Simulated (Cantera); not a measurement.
## Reactions in the system H-N-O-P

Standard-state values (1 bar) from the NASA 1993 polynomials, evaluated with Cantera. Values are per mole of reaction as written; species without (g) are pure solids or liquids, kept so even where they would boil at 1 bar.

6 N2O(g) + 12 PH3(g) + 8 O3(g) = 3 P4O10 + 12 NH3(g)

| T (K) | ΔH° (kJ) | ΔS° (J/K) | ΔG° (kJ) | log10 K |
|---|---|---|---|---|
| 400 | -11259.8 | -2726.0 | -10169.4 | 1327.96 |
| 425 | -11256.3 | -2717.4 | -10101.4 | 1241.48 |
| 450 | -11252.3 | -2708.5 | -10033.5 | 1164.64 |
| 475 | -11248.1 | -2699.3 | -9965.9 | 1095.91 |
| 500 | -11243.5 | -2689.8 | -9898.6 | 1034.08 |
| 525 | -11238.5 | -2680.2 | -9831.4 | 978.16 |
| 550 | -11233.2 | -2670.3 | -9764.6 | 927.34 |
| 575 | -11227.6 | -2660.3 | -9697.9 | 880.97 |
| 600 | -11221.6 | -2650.1 | -9631.5 | 838.49 |
| 625 | -11215.3 | -2639.8 | -9565.4 | 799.42 |
| 650 | -11208.6 | -2629.3 | -9499.6 | 763.38 |
